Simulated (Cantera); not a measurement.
Mixture: CH₄ : O₂ : N₂ = 1 : 1.54 : 5.78 (molar parts), at 1.01 bar, adiabatic and at constant volume. Ignition delay is the time to a rise of 400 K.

Cantera simulation using GRI-Mech 3.0 (53 species, 325 reactions); the numbers are that mechanism's predictions, not measurements.

Task: At T0 = 1625 K, what is the delay, and which 5 reactions control it most (d ln τ / d ln k, from doubling and halving each rate constant)?

Result: The delay is 0.377 ms.
```json
[
 {"reaction": "CH3 + O2 <=> CH3O + O", "d ln τ / d ln k": "-0.40", "faster rate": "shortens it"},
 {"reaction": "H + O2 <=> O + OH", "d ln τ / d ln k": "-0.30", "faster rate": "shortens it"},
 {"reaction": "CH4 + H <=> CH3 + H2", "d ln τ / d ln k": "0.23", "faster rate": "lengthens it"},
 {"reaction": "2 CH3 (+M) <=> C2H6 (+M)", "d ln τ / d ln k": "0.20", "faster rate": "lengthens it"},
 {"reaction": "2 CH3 <=> C2H5 + H", "d ln τ / d ln k": "-0.13", "faster rate": "shortens it"}
]
```
